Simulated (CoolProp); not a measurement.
A closed Brayton cycle with nitrogen: compressor inlet 326.15 K and 1.9 MPa, high pressure 3.89 MPa, turbine inlet 655 K, compressor efficiency 0.85, turbine efficiency 0.85, recuperator effectiveness 0.9 (on enthalpy, no pinch check). Each further row changes one setting.

Computed with CoolProp (reference Helmholtz-energy equation of state, Span 2000).

```csv
case,thermal efficiency (%),net work (kJ/kg),compressor to turbine work,compressor exit (K),turbine exit (K)
as stated,14.0,17.5,0.84,413.7,554.8
turbine inlet 605 K,8.1,9.13,0.91,413.7,511.6
compressor inlet 336.15 K,…,…,0.87,426.3,554.8
high pressure 3.31 MPa,16.0,17.1,0.80,392.4,575.9
recuperator effectiveness 0.5,…,17.5,0.84,413.7,554.8
```

What belongs in the gaps?


- compressor inlet 336.15 K, thermal efficiency (%): 11.8
- compressor inlet 336.15 K, net work (kJ/kg): 14.7
- recuperator effectiveness 0.5, thermal efficiency (%): 9.4
